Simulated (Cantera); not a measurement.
Input (Python, Cantera) and output of one run.

```python
import numpy as np
import cantera as ct

gas_names = [...]  # 113 gases of nasa_gas.yaml made of C, Cu, H, O
cond_names = """
    C(gr) C6H6(L) C7H8(L) C8H18(L),n-octa Cu(cr) Cu(L) CuO(s) CuO2H2(s) Cu2O(s) Cu2O(L) H2O(s) H2O(L)
""".split()


# ... load() reads the species with a 1 bar reference pressure and builds the phases ...
atoms = {
    'CuO': {'Cu': 1, 'O': 1},
    'CH4': {'C': 1, 'H': 4},
    'CO': {'C': 1, 'O': 1},
}
top_T = {'C(gr)': 4500, 'CuO(s)': 1390}  # K; cautious upper limits of use, not melting points


# ... equilibrate(T, P, feed) seeds the gas with the atoms and calls Mixture.equilibrate('TP', solver="vcs", rtol=1e-11, max_steps=5000) ...
results = []
feed = {'CuO': 1, 'CH4': 1.4, 'CO': 0.046}  # mol
P = 4700  # Pa
for T in [1350, 1450, 1550, 1650, 1750, 1850, 1950, 2050, 2150, 2250, 2350]:
    mix = equilibrate(T, P, feed)
    results.append((T, P, feed, dict(zip(mix.species_names, mix.species_moles))))

top = {s: max(r[3][s] / sum(r[3][g] for g in gas_names) for r in results) for s in gas_names}
cols = sorted((s for s in top if top[s] > 1e-06), key=lambda s: -top[s])[:5]
seen = [c for c in cond_names if any(r[3].get(c, 0) > 1e-12 for r in results)]
print("log10 of partial pressures in bar; condensed amounts in mol")
print(f"{'T/K':>10s}" + "".join(f"{s[:9]:>10s}" for s in cols + seen))
for T, P, feed, n in results:
    ng = sum(n[g] for g in gas_names)
    print(f"{T:10.4g}" + "".join(f"{np.log10(max(n[s] / ng * P / 1e5, 1e-99)):10.3f}" for s in cols)
          + "".join(f"{n.get(c, 0):10.4g}" for c in seen))
```

Output:

```
log10 of partial pressures in bar; condensed amounts in mol
       T/K        H2        CO        Cu         H C2H2,acet     C(gr)    Cu(cr)     Cu(L)
      1350    -1.466    -1.893    -6.310    -6.356    -7.373    0.3997         1         0
      1450    -1.466    -1.893    -5.464    -5.757    -6.778    0.3998         0    0.9997
      1550    -1.466    -1.894    -4.731    -5.235    -6.261    0.3998         0    0.9985
      1650    -1.467    -1.894    -4.090    -4.775    -5.808    0.3996         0    0.9933
      1750    -1.469    -1.896    -3.525    -4.368    -5.409    0.3993         0    0.9753
      1850    -1.476    -1.903    -3.022    -4.007    -5.058    0.3985         0    0.9202
      1950    -1.494    -1.920    -2.573    -3.688    -4.756    0.3969         0     0.766
      2050    -1.539    -1.963    -2.169    -3.414    -4.513    0.3941         0    0.3424
      2150    -1.575    -1.997    -2.020    -3.163    -4.288    0.3893         0         0
      2250    -1.583    -1.999    -2.021    -2.921    -4.058    0.3816         0         0
      2350    -1.594    -2.003    -2.024    -2.701    -3.853    0.3701         0         0
```

These are equilibrium values from Cantera (NASA tables, ideal gas, pure condensed phases), not measurements of a reactor.
